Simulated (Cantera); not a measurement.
Input: 1 mol SiH4, 1.1 mol H2, held at 10000 Pa.

Equilibrium computed with Cantera from the NASA thermochemical tables; the gas is ideal and each condensed phase is pure. Candidate condensed phases: Si; 9 gas species. Gases not in the tables: Si2H6 and higher silanes. Equilibrium is a limit: real reactors are often held back by kinetics, nucleation or transport.

Which condensed phases are stable at each of these points (T (K)): 1098, 1198, 1298, 1398, 1498, 1598, 1698, 1798, 1898, 1998, 2098?


```
T (K)  condensed phases  Si condensed (%)
-----  ----------------  ----------------
1098              Si(s)             100.0
1198              Si(s)             100.0
1298              Si(s)             100.0
1398              Si(s)             100.0
1498              Si(s)             100.0
1598              Si(s)             100.0
1698              Si(l)             100.0
1798              Si(l)             100.0
1898              Si(l)              99.9
1998              Si(l)              99.8
2098              Si(l)              99.5
```

From 1098 K to 1598 K the condensed part is Si(s). From 1698 K to 2098 K the condensed part is Si(l).
